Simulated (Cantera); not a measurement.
Input: 1 mol TiO2, 1.1 mol CH4, 2.9 mol CO, held at 10.0 mbar.

Method: chemical equilibrium by Gibbs-energy minimisation in Cantera with the NASA 1993 tables (ideal gas, pure condensed phases). Candidate condensed phases: C, C6H6, C7H8, C8H18, H2O, Ti, TiC, TiO, TiO2, Ti2O3, Ti3O5, Ti4O7; 113 gas species. Mutual solubility and eutectic melting of coexisting phases are not modelled. TiC, TiO: taken at fixed stoichiometry. Condensed phases not in the tables: solid solutions among these carbides, nitrides and lower oxides. The numbers say what is thermodynamically allowed, not how fast it happens.

x: gas mole fraction; n: condensed amount in mol.

```tsv
T (K)	x CO	x H2	x H	x TiO	x Ti	x TiO2	n TiC(s)	n Ti2O3(s)	n TiO(s)	n TiO(l)
1750	0.630	0.368	0.00141	4.19e-7	1.61e-8	[?]	0.240	0.380	0	0
1850	0.630	0.367	0.00326	4.55e-6	3.11e-7	[?]	0.240	0.380	0	0
1950	0.640	0.353	0.00681	3.01e-5	3.86e-6	[?]	0.0502	0	0.950	0
2050	0.638	0.349	0.0134	0.000154	3.64e-5	[?]	0.0501	0	0	0.949
2150	0.634	0.341	0.0246	0.000613	0.000265	[?]	0.0493	0	0	0.945
2250	0.626	0.327	0.0425	0.00215	0.00162	[?]	0.0450	0	0	0.931
2350	0.612	0.304	0.0688	0.00673	0.00848	[?]	0.0226	0	0	0.878
2450	0.589	0.272	0.105	0.0191	0.0149	[?]	0	0	0	0.769
```

Question: Fill in the missing entries.

Answer: 
- 1750, x TiO2: 9.85e-9
- 1850, x TiO2: 7.61e-8
- 1950, x TiO2: 3.31e-7
- 2050, x TiO2: 1.11e-6
- 2150, x TiO2: 2.88e-6
- 2250, x TiO2: 6.82e-6
- 2350, x TiO2: 1.48e-5
- 2450, x TiO2: 7.78e-5
